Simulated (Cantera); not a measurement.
A Cantera script and its output.

```python
import numpy as np
import cantera as ct

gas = ct.Solution("gri30.yaml")
gas.TPX = 1350, 1000000, {'CO': 0.001, 'O2': 0.0025, 'H2O': 0.00031, 'N2': 1}
inlet = ct.Reservoir(gas, clone=True)

reactor = ct.IdealGasConstPressureReactor(gas, energy="off", clone=False)
exhaust = ct.Reservoir(gas, clone=True)
tau = [6.5, 2, 0.59, 0.18, 0.053, 0.016, 0.0047, 0.0014, 0.00042, 0.00013][0]
for a, b in ((inlet, reactor), (reactor, exhaust)):
    ct.MassFlowController(a, b, mdot=lambda t: reactor.mass / tau)
net = ct.ReactorNet([reactor])
show = ['CO', 'O2', 'H2O', 'OH', 'HO2', 'H2O2', 'NO']

rows = []
print(f"{'tau/s':>10s}{'T/K':>9s}" + "".join(f"{s:>11s}" for s in show))
for tau in [6.5, 2, 0.59, 0.18, 0.053, 0.016, 0.0047, 0.0014, 0.00042, 0.00013]:
    net.initial_time = 0.0
    net.advance(30 * tau)
    before = gas.X
    net.advance(40 * tau)
    drift = np.max(np.abs(gas.X - before) / (gas.X + 1e-9))
    rows.append([gas.T, *gas[show].X, drift])
    print(f"{tau:10.3e}{gas.T:9.1f}" + "".join(f"{x:11.3e}" for x in gas[show].X))
```

It prints:

```
     tau/s      T/K         CO         O2        H2O         OH        HO2       H2O2         NO
 6.500e+00   1350.0  5.880e-06  1.995e-03  3.085e-04  9.142e-07  2.880e-08  9.164e-11  5.748e-07
 2.000e+00   1350.0  1.491e-05  2.000e-03  3.083e-04  1.151e-06  6.666e-08  1.520e-10  6.141e-07
 5.900e-01   1350.0  3.976e-05  2.011e-03  3.081e-04  1.412e-06  1.521e-07  2.622e-10  6.545e-07
 1.800e-01   1350.0  1.021e-04  2.042e-03  3.077e-04  1.660e-06  3.112e-07  4.921e-10  6.197e-07
 5.300e-02   1350.0  2.482e-04  2.114e-03  3.070e-04  1.903e-06  5.632e-07  1.020e-09  4.271e-07
 1.600e-02   1350.0  4.925e-04  2.235e-03  3.062e-04  2.094e-06  8.402e-07  1.858e-09  1.781e-07
 4.700e-03   1350.0  7.621e-04  2.370e-03  3.057e-04  2.105e-06  1.032e-06  2.558e-09  3.669e-08
 1.400e-03   1350.0  9.281e-04  2.453e-03  3.064e-04  1.663e-06  1.006e-06  2.291e-09  3.313e-09
 4.200e-04   1350.0  9.903e-04  2.486e-03  3.082e-04  4.383e-07  4.681e-07  4.705e-10  3.873e-11
 1.300e-04   1350.0  9.962e-04  2.491e-03  3.088e-04  2.214e-10  2.246e-10  9.497e-15  2.175e-15
```

Detailed kinetics in Cantera: GRI-Mech 3.0 (53 species, 325 reactions).
